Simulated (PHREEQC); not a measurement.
A solution holds 0.12 mol/kgw FeSO4, 0.00011 mol/kgw CuCl2 and 6.7e-05 mol/kgw H2SO4, at 37 °C. Closed to the air; pH follows from the charge balance.

The numbers come from PHREEQC with the ion-association model, wateq4f.dat.

Each row changes one thing in this solution. This is a speciation only: nothing precipitates in the calculation.

```csv
case,pH,ionic strength (mol/kgw),FeSO4 (mol/kgw),Fe+2 (mol/kgw),SO4-2 (mol/kgw),HSO4- (mol/kgw),SI of Melanterite (FeSO4:7H2O),SI of Tenorite (CuO)
as made,4.55,0.239,0.0602,0.0598,0.0597,8.14e-5,-1.47,-2.88
diluted 100-fold with water,5.82,0.00424,…,0.00106,0.00106,1.67e-7,-4.12,…
CuCl2 from 0.00011 to 9.9e-05 mol/kgw,4.55,0.239,0.0602,0.0598,0.0597,8.14e-5,-1.47,-2.92
diluted 2-fold with water,4.69,0.130,…,0.0326,0.0325,…,-1.82,-2.77
diluted 10-fold with water,5.12,0.0325,0.00388,0.00812,0.00811,4.83e-6,-2.67,-2.36
0.0028 mol/kgw MgSO4 added,4.55,0.243,0.0603,0.0597,0.0607,…,-1.47,-2.87
CuCl2 from 0.00011 to 0.000121 mol/kgw,4.55,0.239,0.0602,0.0598,0.0597,8.14e-5,-1.47,-2.83
H2SO4 replaced by CdSO4 at the same molality,5.69,0.239,0.0602,0.0598,0.0598,5.81e-6,-1.47,-0.58
```

Fill in the missing entries.


- diluted 100-fold with water, FeSO4 (mol/kgw): 0.000141
- diluted 100-fold with water, SI of Tenorite (CuO): -1.69
- diluted 2-fold with water, FeSO4 (mol/kgw): 0.0274
- diluted 2-fold with water, HSO4- (mol/kgw): 3.73e-5
- 0.0028 mol/kgw MgSO4 added, HSO4- (mol/kgw): 8.17e-5

Away from 25 °C the constants follow the database's enthalpies or fits; those with neither stay at their 25 °C values.
